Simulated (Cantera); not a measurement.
Charge: 1 mol B₂O₃, 2.2 mol N₂, held at 1452 °C and 100 Torr.

Method: chemical equilibrium by Gibbs-energy minimisation in Cantera with the NASA 1993 tables (ideal gas, pure condensed phases). Candidate condensed phases: B, BN, B₂O₃; 17 gas species. Rates play no part.

Base state: N₂ 0.991, B₂O₃ 0.00863, BO₂ 1.14e-5 (mole fractions); condensed: B₂O₃(l).

Q: What changes in the equilibrium state with this change: B₂O₃ replaced by B?

A: 
```
species        before  after
------------  -------  -----
N₂              0.991   1.00
B₂O₃          0.00863      0
BO₂           1.14e-5      0
B₂O₃(l), mol    0.981      0
BN(s), mol          0   1.00
```

Q: What changes in the equilibrium state with this change: 0.017 mol Cl₂ added?

A: 
```csv
species,before,after
N₂,0.991,0.976
Cl,0,0.0126
B₂O₃,0.00863,0.00863
BOCl,0,0.00157
Cl₂,0,0.000444
O₂,3.39e-9,0.000279
NO,4.54e-7,0.000129
BO₂,1.14e-5,0.000193
"B₂O₃(l), mol",0.981,0.979
```
The tables' values for BOCl are old estimates; treat these amounts as uncertain.
